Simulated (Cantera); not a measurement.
An isothermal, constant-pressure homogeneous reactor starts with 3.66 % C2H6, 95.1 % H2, 1.21 % H2O, at 1448 K and 53.0 Pa.

Model: GRI-Mech 3.0 (53 species, 325 reactions), integrated in Cantera. GRI-Mech 3.0 stops at C3 and has no aromatics, soot or wall deposition, so with more carbon than oxygen in the feed, carbon stays in small species such as C2H2 where larger ones or solid carbon would form. Radical loss at walls, strong at low pressure, is not modelled.

### Question
Predict: x(C2H6) at 200 s; x(H2) at 200 s; x(CH3) at 200 s; x(C2H) at 200 s; x(CH4) at 200 s; x(H) at 200 s; x(C2H4) at 200 s.

### Answer
```
Property                                              Value
----------------  -----------------------------------------
x(C2H6) at 200 s   5.42e-7 (gas-phase equilibrium 4.57e-11)
x(H2) at 200 s          0.940 (gas-phase equilibrium 0.960)
x(CH3) at 200 s    0.000135 (gas-phase equilibrium 1.05e-6)
x(C2H) at 200 s     7.32e-9 (gas-phase equilibrium 1.56e-8)
x(CH4) at 200 s     0.0266 (gas-phase equilibrium 0.000127)
x(H) at 200 s     0.000237 (gas-phase equilibrium 0.000395)
x(C2H4) at 200 s    3.83e-5 (gas-phase equilibrium 6.90e-6)
```
